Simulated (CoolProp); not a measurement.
Vapour-liquid equilibrium of CH2F2 (R32) (1) + R152A (2) at 0.309 MPa; x and y are mole fractions of (1).

Computed with CoolProp (multi-fluid Helmholtz-energy mixture model, Tillner-Roth 1997 and Outcalt 1996; pair parameters Bell 2016).

**Question.** Give the bubble temperature and the first vapour's composition at x = 0.05, 0.15, 0.55. Is there an azeotrope?

**Answer.** x = 0.05: 274.8 K, y = 0.129; x = 0.15: 269.9 K, y = 0.336; x = 0.55: 256.0 K, y = 0.783. No azeotrope shows between x = 0.05 and 0.95.

The pair parameters rest on a limited set of measurements; away from them the model extrapolates.
